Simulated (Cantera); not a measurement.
## Premixed flame

A freely propagating, adiabatic, planar premixed flame of H2 : O2 : N2 : H2O = 1 : 0.278 : 1.04 : 0.32 (molar parts), equivalence ratio 1.8, unburnt at 550 K and 0.132 atm; mixture-averaged transport, grid criteria slope 0.08 and curve 0.16, no radiation.

Computed with Cantera and the H2/O2 subset of GRI-Mech 3.0, which has no nitrogen chemistry. Burning velocities carry a grid error of a few per cent, more on coarse grids.

```json
[
 {"z (mm)": "-16.8", "T (K)": "550", "u (m/s)": "5.37", "x H2": "0.379", "x O2": "0.105", "x H2O": "0.121", "x H2O2": "<1e-8", "x H": "<1e-8", "x HO2": "<1e-8"},
 {"z (mm)": "-11.2", "T (K)": "550", "u (m/s)": "5.37", "x H2": "0.379", "x O2": "0.105", "x H2O": "0.121", "x H2O2": "<1e-8", "x H": "<1e-8", "x HO2": "<1e-8"},
 {"z (mm)": "-8.40", "T (K)": "550", "u (m/s)": "5.37", "x H2": "0.379", "x O2": "0.105", "x H2O": "0.121", "x H2O2": "<1e-8", "x H": "<1e-8", "x HO2": "<1e-8"},
 {"z (mm)": "-5.60", "T (K)": "550", "u (m/s)": "5.37", "x H2": "0.379", "x O2": "0.105", "x H2O": "0.121", "x H2O2": "<1e-8", "x H": "5.71e-8", "x HO2": "2.64e-7"},
 {"z (mm)": "-2.80", "T (K)": "560", "u (m/s)": "5.45", "x H2": "0.377", "x O2": "0.105", "x H2O": "0.122", "x H2O2": "1.27e-6", "x H": "0.000224", "x HO2": "8.16e-5"},
 {"z (mm)": "-1.40", "T (K)": "707", "u (m/s)": "6.80", "x H2": "0.354", "x O2": "0.101", "x H2O": "0.137", "x H2O2": "1.93e-6", "x H": "0.00736", "x HO2": "5.22e-5"},
 {"z (mm)": "0", "T (K)": "1062", "u (m/s)": "9.95", "x H2": "0.249", "x O2": "0.0655", "x H2O": "0.216", "x H2O2": "3.40e-7", "x H": "0.0554", "x HO2": "1.74e-5"},
 {"z (mm)": "1.40", "T (K)": "1300", "u (m/s)": "12.1", "x H2": "0.153", "x O2": "0.0135", "x H2O": "0.316", "x H2O2": "3.92e-7", "x H": "0.0952", "x HO2": "3.08e-6"},
 {"z (mm)": "2.80", "T (K)": "1393", "u (m/s)": "12.9", "x H2": "0.141", "x O2": "0.00416", "x H2O": "0.336", "x H2O2": "3.62e-7", "x H": "0.0945", "x HO2": "8.73e-7"},
 {"z (mm)": "5.60", "T (K)": "1493", "u (m/s)": "13.7", "x H2": "0.147", "x O2": "0.00281", "x H2O": "0.341", "x H2O2": "3.07e-7", "x H": "0.0823", "x HO2": "5.30e-7"},
 {"z (mm)": "11.2", "T (K)": "1603", "u (m/s)": "14.6", "x H2": "0.154", "x O2": "0.00218", "x H2O": "0.345", "x H2O2": "2.08e-7", "x H": "0.0672", "x HO2": "3.75e-7"},
 {"z (mm)": "22.4", "T (K)": "1717", "u (m/s)": "15.5", "x H2": "0.162", "x O2": "0.00149", "x H2O": "0.350", "x H2O2": "1.17e-7", "x H": "0.0518", "x HO2": "2.43e-7"},
 {"z (mm)": "44.8", "T (K)": "1822", "u (m/s)": "16.3", "x H2": "0.169", "x O2": "0.000882", "x H2O": "0.355", "x H2O2": "5.97e-8", "x H": "0.0376", "x HO2": "1.45e-7"}
]
```
x: mole fraction of selected species; z is measured from the peak of heat release.

```yaml
laminar_burning_velocity: 537 cm/s
thermal_thickness: 5.60 mm
peak x(H2O2): 2.54e-6
peak x(H): 0.0971
peak x(HO2): 8.45e-5
grid_points: 141
```
